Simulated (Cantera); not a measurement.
A Cantera script and what it prints.

```python
import numpy as np
import cantera as ct

gas_names = """
    B BF BF2 BF3 BH BHF2 BH2 BH3 BN B2 F F2 H HF H2 H2F2 H3F3 H4F4 H5F5 H6F6 H7F7 N NF NF2 NF3 NH NH2
    NH3 N2 N2H2 N2H4
""".split()
cond_names = """
    B(b) B(L) BN(s)
""".split()


# ... load() reads the species with a 1 bar reference pressure and builds the phases ...
atoms = {
    'BF3': {'B': 1, 'F': 3},
    'NH3': {'N': 1, 'H': 3},
    'N2': {'N': 2},
}
top_T = {'BN(s)': 3200}  # K; cautious upper limits of use, not melting points


# ... equilibrate(T, P, feed) seeds the gas with the atoms and calls Mixture.equilibrate('TP', solver="vcs", rtol=1e-11, max_steps=5000) ...
results = []
P = 57000  # Pa
for T in [798, 898, 998, 1098, 1198, 1298, 1398, 1498, 1598, 1698, 1798, 1898, 1998, 2098]:
    for m in [0.19, 0.32, 0.52, 0.85, 1.4, 2.3, 3.8, 6.2, 10, 17]:
        feed = {'BF3': 1, 'NH3': m, 'N2': 140}  # mol
        mix = equilibrate(T, P, feed)
        results.append((T, P, feed, dict(zip(mix.species_names, mix.species_moles))))

for T, P, feed, n in results:
    print(f"{T:7g} {feed['NH3']:10.4g}  " + (" + ".join(c for c in cond_names if n.get(c, 0) > 1e-12) or "gas only"))
```

Output:

```
    798       0.19  BN(s)
    798       0.32  BN(s)
    798       0.52  BN(s)
    798       0.85  BN(s)
    798        1.4  BN(s)
    798        2.3  BN(s)
    798        3.8  BN(s)
    798        6.2  BN(s)
    798         10  BN(s)
    798         17  BN(s)
    898       0.19  BN(s)
    898       0.32  BN(s)
    898       0.52  BN(s)
    898       0.85  BN(s)
    898        1.4  BN(s)
    898        2.3  BN(s)
    898        3.8  BN(s)
    898        6.2  BN(s)
    898         10  BN(s)
    898         17  BN(s)
    998       0.19  BN(s)
    998       0.32  BN(s)
    998       0.52  BN(s)
    998       0.85  BN(s)
    998        1.4  BN(s)
    998        2.3  BN(s)
    998        3.8  BN(s)
    998        6.2  BN(s)
    998         10  BN(s)
    998         17  BN(s)
   1098       0.19  BN(s)
   1098       0.32  BN(s)
   1098       0.52  BN(s)
   1098       0.85  BN(s)
   1098        1.4  BN(s)
   1098        2.3  BN(s)
   1098        3.8  BN(s)
   1098        6.2  BN(s)
   1098         10  BN(s)
   1098         17  BN(s)
   1198       0.19  BN(s)
   1198       0.32  BN(s)
   1198       0.52  BN(s)
   1198       0.85  BN(s)
   1198        1.4  BN(s)
   1198        2.3  BN(s)
   1198        3.8  BN(s)
   1198        6.2  BN(s)
   1198         10  BN(s)
   1198         17  BN(s)
   1298       0.19  BN(s)
   1298       0.32  BN(s)
   1298       0.52  BN(s)
   1298       0.85  BN(s)
   1298        1.4  BN(s)
   1298        2.3  BN(s)
   1298        3.8  BN(s)
   1298        6.2  BN(s)
   1298         10  BN(s)
   1298         17  BN(s)
   1398       0.19  BN(s)
   1398       0.32  BN(s)
   1398       0.52  BN(s)
   1398       0.85  BN(s)
   1398        1.4  BN(s)
   1398        2.3  BN(s)
   1398        3.8  BN(s)
   1398        6.2  BN(s)
   1398         10  BN(s)
   1398         17  BN(s)
   1498       0.19  BN(s)
   1498       0.32  BN(s)
   1498       0.52  BN(s)
   1498       0.85  BN(s)
   1498        1.4  BN(s)
   1498        2.3  BN(s)
   1498        3.8  BN(s)
   1498        6.2  BN(s)
   1498         10  BN(s)
   1498         17  BN(s)
   1598       0.19  BN(s)
   1598       0.32  BN(s)
   1598       0.52  BN(s)
   1598       0.85  BN(s)
   1598        1.4  BN(s)
   1598        2.3  BN(s)
   1598        3.8  BN(s)
   1598        6.2  BN(s)
   1598         10  BN(s)
   1598         17  BN(s)
   1698       0.19  BN(s)
   1698       0.32  BN(s)
   1698       0.52  BN(s)
   1698       0.85  BN(s)
   1698        1.4  BN(s)
   1698        2.3  BN(s)
   1698        3.8  BN(s)
   1698        6.2  BN(s)
   1698         10  BN(s)
   1698         17  BN(s)
   1798       0.19  BN(s)
   1798       0.32  BN(s)
   1798       0.52  BN(s)
   1798       0.85  BN(s)
   1798        1.4  BN(s)
   1798        2.3  BN(s)
   1798        3.8  BN(s)
   1798        6.2  BN(s)
   1798         10  BN(s)
   1798         17  BN(s)
   1898       0.19  gas only
   1898       0.32  gas only
   1898       0.52  gas only
   1898       0.85  BN(s)
   1898        1.4  BN(s)
   1898        2.3  BN(s)
   1898        3.8  BN(s)
   1898        6.2  BN(s)
   1898         10  BN(s)
   1898         17  BN(s)
   1998       0.19  gas only
   1998       0.32  gas only
   1998       0.52  gas only
   1998       0.85  gas only
   1998        1.4  gas only
   1998        2.3  gas only
   1998        3.8  BN(s)
   1998        6.2  BN(s)
   1998         10  BN(s)
   1998         17  BN(s)
   2098       0.19  gas only
   2098       0.32  gas only
   2098       0.52  gas only
   2098       0.85  gas only
   2098        1.4  gas only
   2098        2.3  gas only
   2098        3.8  gas only
   2098        6.2  gas only
   2098         10  gas only
   2098         17  gas only
```

Equilibrium computed with Cantera from the NASA thermochemical tables; the gas is ideal and each condensed phase is pure. The tables' values for BF2 are old estimates.
